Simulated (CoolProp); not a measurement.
Model: reference Helmholtz-energy equation of state, McLinden 2015, in CoolProp.

Task: Give the vapour pressure (MPa), liquid density (kg/m³), vapour density (kg/m³), enthalpy of vaporisation (kJ/kg) of saturated the fluoroketone C6F12O (FK-5-1-12) at 95.65, 114.05 °C.

Result: 
```tsv
T (°C)	p (MPa)	liquid density (kg/m³)	vapour density (kg/m³)	enthalpy of vaporisation (kJ/kg)
95.65	0.401	1360	49.9	72.1
114.05	0.623	1280	79.9	64.2
```
